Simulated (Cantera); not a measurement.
Input (Python, Cantera):

```python
import numpy as np
import cantera as ct

gas = ct.Solution("gri30.yaml", transport_model="mixture-averaged")
show = ['CH3', 'CO2', 'O']

rows = []
print(f"{'T/K':>7s}{'rho':>11s}{'cp':>10s}{'mu':>11s}{'lambda':>11s}{'Pr':>7s}" + "".join(f"{'D_' + s:>11s}" for s in show))
for T in [400, 500, 600, 700, 800, 900, 1000, 1100]:
    gas.TPX = T, 640, {'H2O': 0.41}
    Pr = gas.cp_mass * gas.viscosity / gas.thermal_conductivity
    D = [gas.mix_diff_coeffs_mole[gas.species_index(s)] for s in show]
    rows.append([gas.density, gas.cp_mass, gas.viscosity, gas.thermal_conductivity, Pr, *D])
    print(f"{T:7g}{gas.density:11.4e}{gas.cp_mass:10.1f}{gas.viscosity:11.4e}"
          f"{gas.thermal_conductivity:11.4e}{Pr:7.3f}" + "".join(f"{d:11.4e}" for d in D))
print("SI units: kg/m3, J/kg/K, Pa s, W/m/K, m2/s")
```

It prints:

```
    T/K        rho        cp         mu     lambda     Pr      D_CH3      D_CO2        D_O
    400 3.4667e-03    1902.2 1.3967e-05 3.6994e-02  0.718 6.4902e-03 4.5301e-03 1.0247e-02
    500 2.7734e-03    1954.7 1.7713e-05 4.8209e-02  0.718 9.9135e-03 7.0382e-03 1.5431e-02
    600 2.3112e-03    2016.1 2.1488e-05 6.0361e-02  0.718 1.3900e-02 1.0011e-02 2.1407e-02
    700 1.9810e-03    2082.1 2.5249e-05 7.3437e-02  0.716 1.8403e-02 1.3410e-02 2.8112e-02
    800 1.7334e-03    2150.0 2.8971e-05 8.7299e-02  0.714 2.3385e-02 1.7202e-02 3.5498e-02
    900 1.5408e-03    2219.6 3.2640e-05 1.0179e-01  0.712 2.8815e-02 2.1362e-02 4.3528e-02
   1000 1.3867e-03    2292.2 3.6247e-05 1.1676e-01  0.712 3.4671e-02 2.5868e-02 5.2170e-02
   1100 1.2606e-03    2365.6 3.9786e-05 1.3208e-01  0.713 4.0932e-02 3.0701e-02 6.1398e-02
SI units: kg/m3, J/kg/K, Pa s, W/m/K, m2/s
```

Computed with Cantera and GRI-Mech 3.0 (53 species, 325 reactions). Polar gases are described roughly by these parameters.
